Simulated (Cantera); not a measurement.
Input: 1 mol Al(CH3)3, 9.3 mol H2O, 220 mol H2, held at 77.0 Pa.

Method: chemical equilibrium by Gibbs-energy minimisation in Cantera with the NASA 1993 tables (ideal gas, pure condensed phases). Candidate condensed phases: Al, Al2O3, C, C6H6, C7H8, C8H18, H2O; 121 gas species. The feed counts by its element totals alone. Rates play no part. All values below are at 900 °C.

Base state: H2 0.967, H2O 0.0201, CO 0.0125, CO2 0.000203 (mole fractions); condensed: Al2O3(s).

**Question.** What changes in the equilibrium state with this change: Al(CH3)3 replaced by AlCl3?

**Answer.** 
```tsv
species	before	after
H2	0.967	0.953
H2O	0.0201	0.0338
HCl	0	0.0130
CO	0.0125	0
CO2	0.000203	0
Al2O3(s), mol	0.500	0.500
```
Further candidate phases: AlCl3.
